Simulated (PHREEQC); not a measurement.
Consider water at 51 °C with 0.03 mol HF, 0.0017 mol NH4F and 0.0037 mol (NH4)2SiF6 per kg of water. Closed to the air; pH follows from the charge balance.

Computed with PHREEQC (ion-association model, wateq4f.dat).

Precipitation was switched off in this run.

Problem. Order these F species by the share of F that they hold, largest first: H2F2, HF, F-, SiF6-2, HF2-.

Solution. HF (47 %), SiF6-2 (41 %), F- (8.0 %), H2F2 (2.3 %), HF2- (1.8 %)

The pH is 2.56 and the ionic strength 0.0159 mol/kgw. Species that the database lacks are ignored. Constants without temperature data keep their 25 °C values here. SiF6-2 is the database's only silicon fluoride.
